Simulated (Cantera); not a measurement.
Equilibrium for sublimation and decomposition of ceramics: TiC + C + H₂

Charge: 1 mol TiC, 0.099 mol C, 0.084 mol H₂, at 2500 °C and 4.40 mbar.

Equilibrium computed with Cantera from the NASA thermochemical tables; the gas is ideal and each condensed phase is pure. Candidate condensed phases: C, C₆H₆, C₇H₈, C₈H₁₈, Ti, TiC; 77 gas species. TiC: taken at fixed stoichiometry. Equilibrium is a limit: real reactors are often held back by kinetics, nucleation or transport.

The x(H) comes out as 0.643. The x(H₂) is 0.329 and the x(C₂H₂ (acetylene)) is 0.0100. The x(Ti) is 0.00794, the x(C₃) is 0.00514 and the x(C₂H) comes out as 0.00236. The x(C) comes out as 0.00111, the x(C₂) is 0.000499 and the x(C₄H₂) is 0.000127. The n(C(graphite)) is 0.0945 mol and the n(TiC(s)) is 0.999 mol. The gas amount comes out as 0.1268 mol and the log10 activity of Ti(l) (absent) is -2.59.
